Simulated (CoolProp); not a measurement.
Vapour-liquid equilibrium of carbonyl sulfide (1) + propane (2) at 0.672 bar; x and y are mole fractions of (1).

Computed with CoolProp (multi-fluid Helmholtz-energy mixture model, Lemmon 2006 and Lemmon 2009; pair parameters Bell 2016).

Task: Give the bubble temperature and the first vapour's composition at x = 0.35, 0.725, 0.8. Is there an azeotrope?

Result: x = 0.35: 218.5 K, y = 0.436; x = 0.725: 216.2 K, y = 0.782; x = 0.8: 215.7 K, y = 0.846. No azeotrope shows between x = 0.05 and 0.95.

Pair parameters are fitted to limited data, so mixtures are less certain than the pure fluids.
